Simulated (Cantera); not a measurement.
A Cantera script and what it prints.

```python
import numpy as np
import cantera as ct

gas_names = """
    H H2 N NH NH2 NH3 N2 N2H2 N2H4 Si SiH SiH2 SiH3 SiH4 SiN Si2 Si2N Si3
""".split()
cond_names = """
    Si(cr) Si(L) Si3N4(a)
""".split()


# ... load() reads the species with a 1 bar reference pressure and builds the phases ...
atoms = {
    'SiH4': {'Si': 1, 'H': 4},
    'NH3': {'N': 1, 'H': 3},
}
top_T = {'Si3N4(a)': 2400}  # K; cautious upper limits of use, not melting points


# ... equilibrate(T, P, feed) seeds the gas with the atoms and calls Mixture.equilibrate('TP', solver="vcs", rtol=1e-11, max_steps=5000) ...
results = []
feed = {'SiH4': 1, 'NH3': 1.7}  # mol
T = 798  # K
P = 1000  # Pa
mix = equilibrate(T, P, feed)
results.append((T, P, feed, dict(zip(mix.species_names, mix.species_moles))))
x = sorted(zip(gas.X, gas.species_names), reverse=True)
print(f"T = {T:g} K  P = {P:g} Pa  gas = {mix.phase_moles(0):.4g} mol")
print("   x: " + "  ".join(f"{s} {v:.3e}" for v, s in x if v > 0.0001))
print("   condensed (mol): " + ("  ".join(f"{mix.phase(i).name} {mix.phase_moles(i):.4g}"
      for i in range(1, mix.n_phases) if mix.phase_moles(i) > 1e-12) or "none"))
```

It prints:

```
T = 798 K  P = 1000 Pa  gas = 4.733 mol
   x: H2 9.613e-01  N2 3.873e-02
   condensed (mol): Si3N4(a) 0.3333
```

These are equilibrium values from Cantera (NASA tables, ideal gas, pure condensed phases), not measurements of a reactor.
